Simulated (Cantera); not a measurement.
A perfectly stirred reactor is fed with CH₄ : H₂ : O₂ : N₂ = 1 : 0.39 : 2.31 : 8.69 (molar parts), equivalence ratio 0.95, at 5.10 bar; it is adiabatic with a 650 K inlet, and is followed from long to short residence time, starting on the burning branch (τ in s: 0.22, 0.082, 0.031, 0.011, 0.0042, 0.0016, 0.00057, 0.00021, 7.9e-05, 2.9e-05, 1.1e-05).

Computed with Cantera and GRI-Mech 3.0 (53 species, 325 reactions).

**Question.** What does this change do: pressure from 5.10 bar to 19.0 bar?

**Answer.** 
```
quantity                                                                          before                                   after
------------------------------------------------  --------------------------------------  --------------------------------------
blow-out, bracketed by the residence times tried  burning at 11.0 µs, the shortest tried  burning at 11.0 µs, the shortest tried
x(CH₄) at τ = 0.220 s                                                            2.04e-7                                 8.18e-8
x(H₂) at τ = 0.220 s                                                             0.00329                                 0.00215
x(O₂) at τ = 0.220 s                                                              0.0114                                 0.00986
x(CH₂O) at τ = 0.220 s                                                           3.77e-8                                 1.49e-8
x(HO₂) at τ = 0.220 s                                                            2.73e-6                                 3.73e-6
x(CH₄) at τ = 1.60 ms                                                            2.07e-5                                 9.88e-6
x(H₂) at τ = 1.60 ms                                                             0.00443                                 0.00241
x(O₂) at τ = 1.60 ms                                                              0.0146                                  0.0117
x(CH₂O) at τ = 1.60 ms                                                           3.91e-6                                 1.85e-6
x(HO₂) at τ = 1.60 ms                                                            4.06e-6                                 4.68e-6
```
The pressure lies above the range GRI-Mech 3.0 was tuned for (to about 10 atm).

**Question.** What does this change do: O2 2.31 to 1.5 parts?

**Answer.** 
```
quantity                                                                          before                                 after
------------------------------------------------  --------------------------------------  ------------------------------------
blow-out, bracketed by the residence times tried  burning at 11.0 µs, the shortest tried  burning at 0.570 ms, out at 0.210 ms
x(CH₄) at τ = 0.220 s                                                            2.04e-7                               0.00159
x(H₂) at τ = 0.220 s                                                             0.00329                                0.0560
x(O₂) at τ = 0.220 s                                                              0.0114                               9.74e-5
x(CH₂O) at τ = 0.220 s                                                           3.77e-8                               1.61e-6
x(HO₂) at τ = 0.220 s                                                            2.73e-6                               2.80e-8
x(CH₄) at τ = 1.60 ms                                                            2.07e-5                               0.00715
x(H₂) at τ = 1.60 ms                                                             0.00443                                0.0393
x(O₂) at τ = 1.60 ms                                                              0.0146                               0.00578
x(CH₂O) at τ = 1.60 ms                                                           3.91e-6                               5.18e-5
x(HO₂) at τ = 1.60 ms                                                            4.06e-6                               3.24e-6
```

**Question.** What does this change do: pressure from 5.10 bar to 10.0 bar?

**Answer.** 
| quantity | before | after |
|---|---|---|
| blow-out, bracketed by the residence times tried | burning at 11.0 µs, the shortest tried | burning at 11.0 µs, the shortest tried |
| x(CH₄) at τ = 0.220 s | 2.04e-7 | 1.27e-7 |
| x(H₂) at τ = 0.220 s | 0.00329 | 0.00267 |
| x(O₂) at τ = 0.220 s | 0.0114 | 0.0105 |
| x(CH₂O) at τ = 0.220 s | 3.77e-8 | 2.33e-8 |
| x(HO₂) at τ = 0.220 s | 2.73e-6 | 3.21e-6 |
| x(CH₄) at τ = 1.60 ms | 2.07e-5 | 1.44e-5 |
| x(H₂) at τ = 1.60 ms | 0.00443 | 0.00320 |
| x(O₂) at τ = 1.60 ms | 0.0146 | 0.0129 |
| x(CH₂O) at τ = 1.60 ms | 3.91e-6 | 2.73e-6 |
| x(HO₂) at τ = 1.60 ms | 4.06e-6 | 4.32e-6 |
